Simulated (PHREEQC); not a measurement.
A made-up water analysis in mg/L, 75 °C, pH 7.21, pe 10.3: Na 4.94; K 13.7; Ca 11.4; Mg 0.641; Cl 4.89; S(6) as SO4 23.8; Alkalinity as HCO3 32.7; Cd 3.12; Pb 0.38; N(5) as NO3 0.0253.

Valence states are taken as typed.

All values are PHREEQC results (ion-association model, phreeqc.dat), not measurements.

Each row changes one thing in this solution. This is a speciation only: nothing precipitates in the calculation.

```
case                                               ionic strength (mol/kgw)  HCO3- (mol/kgw)  Ca+2 (mol/kgw)  SO4-2 (mol/kgw)  CO2 (mol/kgw)  Cd+2 (mol/kgw)  SI of Cerussite (PbCO3)  SI of Pb(OH)2 (Pb(OH)2)
-------------------------------------------------  ------------------------  ---------------  --------------  ---------------  -------------  --------------  -----------------------  -----------------------
as made                                                             0.00172         0.000522        0.000271         0.000232        6.43e-5         2.50e-5                    -0.44                    +0.91
pH from 7.21 to 6.21 at the same alkalinity                         0.00173         0.000531        0.000272         0.000232       0.000654         2.55e-5                    -0.79                    -0.45
Pb from 0.38 to 0.19 mg/L                                           0.00172         0.000524        0.000271         0.000232        6.45e-5         2.50e-5                    -0.74                    +0.60
all concentrations times 4 at the same typed pH                     0.00649          0.00206         0.00100         0.000841       0.000244         8.81e-5                    +0.20                    +0.97
temperature from 75 to 35 °C at the same typed pH                   0.00174         0.000529        0.000274         0.000236        6.35e-5         2.58e-5                    -0.06                    -0.14
```

Some of these states are supersaturated (in Otavite, Pb(OH)2, for instance). Away from 25 °C the constants follow the database's enthalpies or fits; those with neither stay at their 25 °C values.
